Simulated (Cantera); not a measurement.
Mixture: 7.55 % CO, 0.657 % H₂, 2.72 % CH₄, 18.7 % O₂, 70.4 % N₂, at 10.0 bar, adiabatic and at constant pressure. Ignition delay is the time to a rise of 400 K.

Computed with Cantera and GRI-Mech 3.0 (53 species, 325 reactions). Below about 1000 K GRI-Mech 3.0 lacks low-temperature oxidation paths.

Predict: delay at 998 K; delay at 1098 K; delay at 1198 K; delay at 1298 K; delay at 1398 K; delay at 1498 K; delay at 1598 K; apparent activation energy between 1398 and 1598 K.


```json
{
 "delay at 998 K": "15.6 ms",
 "delay at 1098 K": "2.21 ms",
 "delay at 1198 K": "0.575 ms",
 "delay at 1298 K": "0.217 ms",
 "delay at 1398 K": "96.2 µs",
 "delay at 1498 K": "47.0 µs",
 "delay at 1598 K": "25.0 µs",
 "apparent activation energy between 1398 and 1598 K": "130 kJ/mol"
}
```
